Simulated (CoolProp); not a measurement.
Vapour-liquid equilibrium of n-heptane (1) + ethylbenzene (2) at 0.967 MPa; x and y are mole fractions of (1).

Values from CoolProp's multi-fluid Helmholtz-energy mixture model, Span 2003 and Zhou 2012; pair parameters Bell 2016.

| x | bubble temperature (°C) | y at the bubble point | dew temperature at overall composition x (°C) | liquid density (mol/L) |
|---|---|---|---|---|
| 0.05 | 242.3 | 0.095 | 244.2 | 5.922 |
| 0.125 | 236.8 | 0.219 | 241.0 | 5.855 |
| 0.2 | 231.9 | 0.325 | 237.7 | 5.784 |
| 0.275 | 227.5 | 0.418 | 234.2 | 5.710 |
| 0.35 | 223.5 | 0.500 | 230.7 | 5.633 |
| 0.425 | 219.9 | 0.574 | 227.2 | 5.555 |
| 0.5 | 216.6 | 0.641 | 223.5 | 5.476 |
| 0.575 | 213.5 | 0.703 | 219.8 | 5.396 |
| 0.65 | 210.6 | 0.760 | 216.1 | 5.318 |
| 0.725 | 207.9 | 0.815 | 212.4 | 5.239 |
| 0.8 | 205.4 | 0.867 | 208.7 | 5.162 |
| 0.875 | 203.0 | 0.918 | 205.0 | 5.086 |
| 0.95 | 200.7 | 0.967 | 201.5 | 5.012 |

No azeotrope shows between x = 0.05 and 0.95.

Pair parameters are fitted to limited data, so mixtures are less certain than the pure fluids.
